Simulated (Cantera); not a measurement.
What does this Cantera script print?

```python
import numpy as np
import cantera as ct

gas_names = """
    F FO FO2 F2 F2O H HF HNO HNO2 HNO3 HOF HO2 H2 H2F2 H2O H2O2 H3F3 H4F4 H5F5 H6F6 H7F7 N NF NF2 NF3 NH
    NH2 NH3 NH2OH NO NO2 NO3 N2 N2H2 N2H4 N2O O OH O2 O3 Si SiF SiF2 SiF3 SiF4 SiH SiHF3 SiH2 SiH2F2
    SiH3 SiH3F SiH4 SiN SiO SiO2 Si2 Si2N Si3
""".split()
cond_names = """
    H2O(s) H2O(L) Si(cr) Si(L) SiO2(Lqz) SiO2(hqz) SiO2(L) Si2N2O(s) Si3N4(a)
""".split()


def load(file, names, dense=False):
    # The tables refer to 1 bar. Condensed volumes are neglected.
    table = {s.name: s for s in ct.Species.list_from_file(file)}
    out = []
    for n in names:
        d = dict(table[n].input_data)
        d["thermo"] = dict(d["thermo"], **{"reference-pressure": 1e5})
        if dense:
            d["equation-of-state"] = {"model": "constant-volume", "density": "1e6 g/cm^3"}
        out.append(ct.Species.from_dict(d))
    return out


gas = ct.Solution(thermo="ideal-gas", species=load("nasa_gas.yaml", gas_names))
cond = {s.name: ct.Solution(thermo="fixed-stoichiometry", species=[s], name=s.name)
        for s in load("nasa_condensed.yaml", cond_names, dense=True)}
atoms = {
    'SiF4': {'Si': 1, 'F': 4},
    'NO': {'N': 1, 'O': 1},
    'H2': {'H': 2},
}
top_T = {'Si2N2O(s)': 2100, 'Si3N4(a)': 2400}  # K; cautious upper limits of use, not melting points


def equilibrate(T, P, feed):
    n = {}
    for name, mol in feed.items():
        for a, k in atoms[name].items():
            n[a] = n.get(a, 0.0) + k * mol
    gas.TPX = T, P, n
    mass = sum(n.values()) * gas.mean_molecular_weight
    gas.equilibrate("TP")
    valid = [c for c in cond.values() if c.min_temp <= T <= top_T.get(c.name, c.max_temp)]
    mix = ct.Mixture([(gas, mass / gas.mean_molecular_weight)] + [(c, 0.0) for c in valid])
    mix.T, mix.P = T, P
    mix.equilibrate("TP", solver="vcs", rtol=1e-11, max_steps=5000)
    return mix


results = []
feed = {'SiF4': 1, 'NO': 2.2, 'H2': 6.1}  # mol
T = 1198.15  # K
P = 27000  # Pa
mix = equilibrate(T, P, feed)
results.append((T, P, feed, dict(zip(mix.species_names, mix.species_moles))))
print(gas.report(threshold=1e-05))
for i in range(1, mix.n_phases):
    print(f"{mix.phase(i).name:16s} {mix.phase_moles(i):12.5e} mol")
```

Result:

```
       temperature   1198.2 K
          pressure   27000 Pa
           density   0.045612 kg/m^3
  mean mol. weight   16.829 kg/kmol
   phase of matter   gas

                          1 kg             1 kmol
                     ---------------   ---------------
          enthalpy       -8.7722e+06       -1.4763e+08  J
   internal energy       -9.3641e+06       -1.5759e+08  J
           entropy             13839         2.329e+05  J/K
    Gibbs function       -2.5354e+07       -4.2668e+08  J
 heat capacity c_p            2164.2             36421  J/K
 heat capacity c_v            1670.1             28106  J/K

                      mass frac. Y      mole frac. X     chem. pot. / RT
                     ---------------   ---------------   ---------------
                HF           0.31271           0.26304           -53.158
                H2          0.053227           0.44432           -20.094
               H2O           0.12753           0.11913           -53.171
                N2           0.20862           0.12532           -28.736
              SiF4            0.2979          0.048169           -207.25
     [  +53 minor]        2.2354e-05        9.2186e-06

Si(cr)            0.00000e+00 mol
SiO2(hqz)         5.77190e-01 mol
Si2N2O(s)         0.00000e+00 mol
Si3N4(a)          0.00000e+00 mol
```

These are equilibrium values from Cantera (NASA tables, ideal gas, pure condensed phases), not measurements of a reactor. The tables hold silica as quartz up to 1696 K and as liquid above; real silica turns to tridymite and cristobalite and melts near 1996 K.
